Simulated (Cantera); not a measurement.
A Cantera script and what it prints.

```python
import numpy as np
import cantera as ct

gas_names = """
    H HO2 H2 H2O H2O2 O OH O2 O3 Si SiH SiH2 SiH3 SiH4 SiO SiO2 Si2 Si3
""".split()
cond_names = """
    H2O(s) H2O(L) Si(cr) Si(L) SiO2(Lqz) SiO2(hqz) SiO2(L)
""".split()


# ... load() reads the species with a 1 bar reference pressure and builds the phases ...
atoms = {
    'Si': {'Si': 1},
    'H2O': {'H': 2, 'O': 1},
    'H2': {'H': 2},
}
top_T = {}  # K; cautious upper limits of use, not melting points


# ... equilibrate(T, P, feed) seeds the gas with the atoms and calls Mixture.equilibrate('TP', solver="vcs", rtol=1e-11, max_steps=5000) ...
results = []
T = 975  # K
P = 101325  # Pa
for m in [0.23, 0.41, 0.58, 0.75, 0.93, 1.1, 1.3, 1.4, 1.6, 1.8, 2]:
    feed = {'Si': 1, 'H2O': m, 'H2': 360}  # mol
    mix = equilibrate(T, P, feed)
    results.append((T, P, feed, dict(zip(mix.species_names, mix.species_moles))))

top = {s: max(r[3][s] / sum(r[3][g] for g in gas_names) for r in results) for s in gas_names}
cols = sorted((s for s in top if top[s] > 1e-05), key=lambda s: -top[s])[:9]
seen = [c for c in cond_names if any(r[3].get(c, 0) > 1e-12 for r in results)]
print("log10 of partial pressures in bar; condensed amounts in mol")
print(f"{'n(H2O)':>10s}" + "".join(f"{s[:9]:>10s}" for s in cols + seen))
for T, P, feed, n in results:
    ng = sum(n[g] for g in gas_names)
    print(f"{feed['H2O']:10.4g}" + "".join(f"{np.log10(max(n[s] / ng * P / 1e5, 1e-99)):10.3f}" for s in cols)
          + "".join(f"{n.get(c, 0):10.4g}" for c in seen))
```

It prints:

```
log10 of partial pressures in bar; condensed amounts in mol
    n(H2O)        H2    Si(cr) SiO2(hqz)
      0.23     0.006    0.8849     0.115
      0.41     0.006    0.7949     0.205
      0.58     0.006    0.7099      0.29
      0.75     0.006    0.6249     0.375
      0.93     0.006    0.5349     0.465
       1.1     0.006    0.4499      0.55
       1.3     0.006    0.3499      0.65
       1.4     0.006    0.2999       0.7
       1.6     0.006    0.1999       0.8
       1.8     0.006   0.09986       0.9
         2     0.006         0         1
```

These are equilibrium values from Cantera (NASA tables, ideal gas, pure condensed phases), not measurements of a reactor.
